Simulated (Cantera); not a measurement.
What does this Cantera script print?

```python
import numpy as np
import cantera as ct

gas_names = [...]  # 109 gases of nasa_gas.yaml made of C, Cl, H, Si
cond_names = """
    C(gr) C6H6(L) C7H8(L) C8H18(L),n-octa Si(cr) Si(L) SiC(b)
""".split()


# ... load() reads the species with a 1 bar reference pressure and builds the phases ...
atoms = {
    'SiH2Cl2': {'Si': 1, 'H': 2, 'CL': 2},
    'C3H8': {'C': 3, 'H': 8},
    'H2': {'H': 2},
}
top_T = {'C(gr)': 4500, 'SiC(b)': 3050}  # K; cautious upper limits of use, not melting points


# ... equilibrate(T, P, feed) seeds the gas with the atoms and calls Mixture.equilibrate('TP', solver="vcs", rtol=1e-11, max_steps=5000) ...
results = []
T = 1648.15  # K
P = 220  # Pa
for m in [0.12, 0.14, 0.16, 0.19, 0.21, 0.24, 0.28, 0.32, 0.37, 0.42, 0.48, 0.55, 0.63]:
    feed = {'SiH2Cl2': 1, 'C3H8': m, 'H2': 130}  # mol
    mix = equilibrate(T, P, feed)
    results.append((T, P, feed, dict(zip(mix.species_names, mix.species_moles))))
    x = sorted(zip(gas.X, gas.species_names), reverse=True)
    print(f"T = {T:g} K  P = {P:g} Pa  n(C3H8) = {m:g} mol  gas = {mix.phase_moles(0):.4g} mol")
    print("   x: " + "  ".join(f"{s} {v:.3e}" for v, s in x if v > 0.0001))
    print("   condensed (mol): " + ("  ".join(f"{mix.phase(i).name} {mix.phase_moles(i):.4g}"
          for i in range(1, mix.n_phases) if mix.phase_moles(i) > 1e-12) or "none"))
```

Output:

```
T = 1648.15 K  P = 220 Pa  n(C3H8) = 0.12 mol  gas = 132.6 mol
   x: H2 9.836e-01  HCL 1.369e-02  H 1.886e-03  SiCL2 6.766e-04  Si 1.174e-04
   condensed (mol): Si(cr) 0.5297  SiC(b) 0.3599
T = 1648.15 K  P = 220 Pa  n(C3H8) = 0.14 mol  gas = 132.7 mol
   x: H2 9.836e-01  HCL 1.368e-02  H 1.886e-03  SiCL2 6.758e-04  Si 1.174e-04
   condensed (mol): Si(cr) 0.4697  SiC(b) 0.4199
T = 1648.15 K  P = 220 Pa  n(C3H8) = 0.16 mol  gas = 132.8 mol
   x: H2 9.836e-01  HCL 1.367e-02  H 1.886e-03  SiCL2 6.750e-04  Si 1.174e-04
   condensed (mol): Si(cr) 0.4097  SiC(b) 0.4799
T = 1648.15 K  P = 220 Pa  n(C3H8) = 0.19 mol  gas = 132.9 mol
   x: H2 9.836e-01  HCL 1.366e-02  H 1.886e-03  SiCL2 6.739e-04  Si 1.174e-04
   condensed (mol): Si(cr) 0.3198  SiC(b) 0.5699
T = 1648.15 K  P = 220 Pa  n(C3H8) = 0.21 mol  gas = 133 mol
   x: H2 9.836e-01  HCL 1.365e-02  H 1.886e-03  SiCL2 6.732e-04  Si 1.174e-04
   condensed (mol): Si(cr) 0.2598  SiC(b) 0.6299
T = 1648.15 K  P = 220 Pa  n(C3H8) = 0.24 mol  gas = 133.1 mol
   x: H2 9.836e-01  HCL 1.364e-02  H 1.886e-03  SiCL2 6.721e-04  Si 1.174e-04
   condensed (mol): Si(cr) 0.1699  SiC(b) 0.7199
T = 1648.15 K  P = 220 Pa  n(C3H8) = 0.28 mol  gas = 133.3 mol
   x: H2 9.836e-01  HCL 1.363e-02  H 1.886e-03  SiCL2 6.706e-04  Si 1.174e-04
   condensed (mol): Si(cr) 0.04994  SiC(b) 0.8399
T = 1648.15 K  P = 220 Pa  n(C3H8) = 0.32 mol  gas = 133.4 mol
   x: H2 9.833e-01  HCL 1.447e-02  H 1.886e-03  SiCL2 2.488e-04
   condensed (mol): SiC(b) 0.9599
T = 1648.15 K  P = 220 Pa  n(C3H8) = 0.37 mol  gas = 133.6 mol
   x: H2 9.831e-01  HCL 1.493e-02  H 1.885e-03
   condensed (mol): C(gr) 0.09942  SiC(b) 0.9984
T = 1648.15 K  P = 220 Pa  n(C3H8) = 0.42 mol  gas = 133.8 mol
   x: H2 9.831e-01  HCL 1.490e-02  H 1.885e-03
   condensed (mol): C(gr) 0.2494  SiC(b) 0.9984
T = 1648.15 K  P = 220 Pa  n(C3H8) = 0.48 mol  gas = 134 mol
   x: H2 9.832e-01  HCL 1.488e-02  H 1.885e-03
   condensed (mol): C(gr) 0.4294  SiC(b) 0.9984
T = 1648.15 K  P = 220 Pa  n(C3H8) = 0.55 mol  gas = 134.3 mol
   x: H2 9.832e-01  HCL 1.485e-02  H 1.885e-03
   condensed (mol): C(gr) 0.6393  SiC(b) 0.9984
T = 1648.15 K  P = 220 Pa  n(C3H8) = 0.63 mol  gas = 134.6 mol
   x: H2 9.832e-01  HCL 1.481e-02  H 1.885e-03
   condensed (mol): C(gr) 0.8793  SiC(b) 0.9984
```

Method: chemical equilibrium by Gibbs-energy minimisation in Cantera with the NASA 1993 tables (ideal gas, pure condensed phases). Mutual solubility and eutectic melting of coexisting phases are not modelled. The tables' values for SiCl are old estimates; treat these amounts as uncertain.
